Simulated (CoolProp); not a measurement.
Computed with CoolProp (reference Helmholtz-energy equation of state, Lemmon 2006). It is a short technical equation, of lower accuracy than the large ones.

Question: For nitrous oxide, give the phase and the density (kg/m³), isothermal compressibility (1/MPa) at 355.1 K and 31200 kPa.

Answer: 
- 355.1 K and 31200 kPa: supercritical; density 757, isothermal compressibility 0.0108
